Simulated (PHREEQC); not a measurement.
0.013 g of hydrous ferric oxide (600 m²/g; 0.2 weak and 0.005 strong sites per Fe, Dzombak-Morel constants, diffuse double layer) in 1 kg of water with 0.005 mol/kgw of an inert sodium salt and 2.3e-05 mol BaCl2 and 4e-06 mol CaCl2, at 25 °C; the pH is set by adding NaOH or the inert anion's acid. O2 is buffered at 0.21 atm. CO2 from the air is kept out. No solid was allowed to form.

The series has 17 steps of pH, from 4 to 12.

Computed with PHREEQC (ion-association model, wateq4f.dat).

Problem. Near which pH is half of the Ca sorbed, and on which side is more sorbed?

Solution. Near pH 9.6, with more sorbed at higher pH.
